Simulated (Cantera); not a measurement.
## Ignition delay

Mixture: 13.6 % CH4, 18.1 % O2, 68.3 % N2, equivalence ratio 1.5, at 1200000 Pa, adiabatic and at constant volume. Ignition delay is the time to a rise of 400 K.

Detailed kinetics in Cantera: GRI-Mech 3.0 (53 species, 325 reactions). The pressure lies above the range GRI-Mech 3.0 was tuned for (to about 10 atm).

```csv
T0 (K),delay (ms)
1048,35.6
1098,17.1
1148,8.72
1198,4.62
1248,2.53
1298,1.42
1348,0.822
1398,0.485
```

The apparent activation energy between 1298 and 1398 K comes out as 160 kJ/mol.
